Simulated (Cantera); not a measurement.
A closed system holds: 1 mol C₆H₆, 0.0074 mol O₂, 49 mol N₂, 0.065 mol H₂O, equilibrated at 0.0830 bar.

These are equilibrium values from Cantera (NASA tables, ideal gas, pure condensed phases), not measurements of a reactor. Candidate condensed phases: C, C₆H₆, C₇H₈, C₈H₁₈, H₂O; 136 gas species. Kinetics and transport are ignored.

Q: What share of the C ends up in condensed phases as a function of T (°C), at 675, 775, 875, 975, 1075, 1175, 1275, 1375, 1475, 1575, 1675, 1775, 1875?

A: 
| T (°C) | C condensed (%) | as |
|---|---|---|
| 675 | 98.6 | C(graphite) |
| 775 | 98.7 | C(graphite) |
| 875 | 98.7 | C(graphite) |
| 975 | 98.6 | C(graphite) |
| 1075 | 98.6 | C(graphite) |
| 1175 | 98.5 | C(graphite) |
| 1275 | 98.4 | C(graphite) |
| 1375 | 98.1 | C(graphite) |
| 1475 | 97.7 | C(graphite) |
| 1575 | 97.0 | C(graphite) |
| 1675 | 96.1 | C(graphite) |
| 1775 | 94.8 | C(graphite) |
| 1875 | 93.2 | C(graphite) |
